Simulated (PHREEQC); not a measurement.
A solution holds 3.7 mmol/kgw CdI2, at 60 °C. Closed to the air; pH follows from the charge balance.

All values are PHREEQC results (ion-association model, wateq4f.dat), not measurements.

Problem. The ionic strength comes out as 0.00861 mol/kgw. What activity coefficients do H+, CdI+, Cd+2, I-, CdOH+ get?

Solution. H+ 0.91, CdI+ 0.90, Cd+2 0.66, I- 0.90, CdOH+ 0.90.

Precipitation was switched off in this run. Complexes and solids missing from the database can't appear. At this temperature some constants are extrapolated from 25 °C, and those without enthalpy data are left unchanged.
